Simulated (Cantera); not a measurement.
Charge: 1 mol SiCl₄, 4.6 mol H₂, 1.3 mol Cl₂, equilibrated at 1123.15 K and 0.133 bar.

Method: chemical equilibrium by Gibbs-energy minimisation in Cantera with the NASA 1993 tables (ideal gas, pure condensed phases). Candidate condensed phases: Si; 19 gas species. The tables' values for SiCl₃ are old estimates; treat these amounts as uncertain. Equilibrium is a limit: real reactors are often held back by kinetics, nucleation or transport.

Base state: H₂ 0.475, HCl 0.381, SiCl₄ 0.141, SiHCl₃ 0.00302, SiCl₃ 0.000852, SiCl₂ 6.39e-5 (mole fractions); condensed: gas only.

Problem. What changes in the equilibrium state with this change: temperature from 1123.15 K to 1248 K?

Solution. 
| species | before | after |
|---|---|---|
| H₂ | 0.475 | 0.467 |
| HCl | 0.381 | 0.389 |
| SiCl₄ | 0.141 | 0.132 |
| SiCl₂ | 6.39e-5 | 0.00135 |
| SiCl₃ | 0.000852 | 0.00498 |
